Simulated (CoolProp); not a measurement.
Vapour-liquid equilibrium of n-hexane (1) + m-xylene (2) at 0.00531 MPa; x and y are mole fractions of (1).

The numbers come from the multi-fluid Helmholtz-energy mixture model, Thol 2019 and Zhou 2012; pair parameters Bell 2016 in CoolProp.

```csv
x,"bubble temperature, mixture model (K)","bubble temperature, Raoult's law (K)","y, mixture model","y, Raoult's law"
0.05,317.1,318.0,[?],0.421
0.2,[?],299.8,[?],0.815
0.35,285.1,289.9,[?],0.917
0.5,279.3,283.3,[?],0.958
0.65,276.0,278.5,0.979,0.979
0.8,[?],274.7,[?],0.991
0.95,271.6,271.7,[?],0.998
```

### Question
Fill in the missing entries.

### Answer

- 0.05, y, mixture model: 0.445
- 0.2, bubble temperature, mixture model (K): 295.9
- 0.2, y, mixture model: 0.854
- 0.35, y, mixture model: 0.939
- 0.5, y, mixture model: 0.967
- 0.8, bubble temperature, mixture model (K): 273.7
- 0.8, y, mixture model: 0.987
- 0.95, y, mixture model: 0.996

The largest gap from Raoult's law is -4.8 K in bubble temperature, at x = 0.35. No azeotrope shows between x = 0.05 and 0.95.

Pair parameters are fitted to limited data, so mixtures are less certain than the pure fluids.
